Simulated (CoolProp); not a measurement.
Values from CoolProp's reference Helmholtz-energy equation of state, Lemmon 2003. It is a pseudo-pure fit of the blend.

Q: For R407C, give the phase and the speed of sound (m/s), viscosity (µPa s) at 460.9 K and 66.4 bar; 473.9 K and 66.4 bar.

A: 
- 460.9 K and 66.4 bar: supercritical; speed of sound 191, viscosity 24.4
- 473.9 K and 66.4 bar: supercritical; speed of sound 198, viscosity 24.4

Viscosity comes from a separate model (Geller 2000).
